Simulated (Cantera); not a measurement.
Input: 1 mol CH4, 0.087 mol O2, 0.73 mol N2, at 2550 K and 750 Torr.

Method: chemical equilibrium by Gibbs-energy minimisation in Cantera with the NASA 1993 tables (ideal gas, pure condensed phases). Candidate condensed phases: C, C6H6, C7H8, C8H18, H2O; 136 gas species. The numbers say what is thermodynamically allowed, not how fast it happens.

Base state: H2 0.642, N2 0.231, CO 0.0592, HCN 0.0308, H 0.0250, C2H2 (acetylene) 0.00853, HNC 0.00382, CN 7.44e-5 (mole fractions); condensed: C(graphite).

### Question
What changes in the equilibrium state with this change: CH4 replaced by C3H6?

### Answer
```
species            before    after
----------------  -------  -------
H2                  0.642    0.720
N2                  0.231    0.169
CO                 0.0592   0.0440
HCN                0.0308   0.0279
H                  0.0250   0.0265
C2N2              2.41e-5  1.76e-5
CH4               5.71e-5  7.18e-5
CH3               3.95e-5  4.69e-5
C(graphite), mol    0.673     2.62
```

### Question
What changes in the equilibrium state with this change: temperature from 2550 K to 550 K?

### Answer
| species | before | after |
|---|---|---|
| CH4 | 5.71e-5 | 0.479 |
| N2 | 0.231 | 0.395 |
| H2O | 8.17e-7 | 0.0906 |
| H2 | 0.642 | 0.0336 |
| HCN | 0.0308 | <1e-9 |
| H | 0.0250 | <1e-9 |
| CO | 0.0592 | 1.14e-5 |
| C2H2 (acetylene) | 0.00853 | <1e-9 |
| HNC | 0.00382 | <1e-9 |
| C(graphite), mol | 0.673 | 0.112 |
